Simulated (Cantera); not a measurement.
A closed system holds: 1 mol CCl4, 0.031 mol Si, 1.8 mol H2, held at 1650 K and 1300 Pa.

Method: chemical equilibrium by Gibbs-energy minimisation in Cantera with the NASA 1993 tables (ideal gas, pure condensed phases). Candidate condensed phases: C, C6H6, C7H8, C8H18, Si, SiC; 109 gas species. The tables' values for SiCl3 are old estimates; treat these amounts as uncertain. Equilibrium is a limit: real reactors are often held back by kinetics, nucleation or transport.

Base state: HCl 0.923, Cl 0.0660, SiCl4 0.00765, Cl2 0.00264, SiCl3 0.000278, H2 7.64e-5, SiCl2 2.22e-5 (mole fractions); condensed: C(graphite).

**Question.** What changes in the equilibrium state with this change: Si from 0.031 to 0.061 mol?

**Answer.** 
```json
[
 {"species": "HCl", "before": "0.923", "after": "0.942"},
 {"species": "Cl", "before": "0.0660", "after": "0.0404"},
 {"species": "SiCl4", "before": "0.00765", "after": "0.0150"},
 {"species": "SiCl2", "before": "2.22e-5", "after": "0.000116"},
 {"species": "SiCl3", "before": "0.000278", "after": "0.000889"},
 {"species": "C(graphite), mol", "before": "1.000", "after": "1.000"}
]
```
